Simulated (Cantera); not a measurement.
A perfectly stirred reactor is fed with 0.451 % CH3OH, 1.47 % O2, 98.1 % N2, equivalence ratio 0.46, at 1.00 bar; it is held at 1423 K, and followed from long to short residence time.

Cantera simulation using GRI-Mech 3.0 (53 species, 325 reactions); the numbers are that mechanism's predictions, not measurements. GRI-Mech 3.0 was tuned for natural gas; its chemistry of methanol as a main component is partial and can be far from experiment.

x: mole fraction; the columns are a selection and need not sum to one.

```csv
τ (s),x CH3OH,x O2,x N2O,x O,x C2H2
0.40,1.12e-6,0.00794,6.16e-7,2.51e-5,<1e-12
0.17,1.80e-6,0.00796,5.73e-7,4.25e-5,<1e-12
0.076,2.76e-6,0.00800,5.00e-7,6.89e-5,<1e-12
0.033,4.21e-6,0.00806,4.17e-7,0.000112,<1e-12
0.014,?,0.00818,?,?,<1e-12
0.0063,9.90e-6,0.00836,2.75e-7,0.000255,1.77e-12
0.0027,1.66e-5,0.00866,2.16e-7,0.000342,1.00e-11
0.0012,?,0.00909,?,?,5.59e-11
```

Question: Complete the blanks.

Answer: 
- 0.014, x CH3OH: 6.48e-6
- 0.014, x N2O: 3.38e-7
- 0.014, x O: 0.000176
- 0.0012, x CH3OH: 3.08e-5
- 0.0012, x N2O: 1.62e-7
- 0.0012, x O: 0.000386
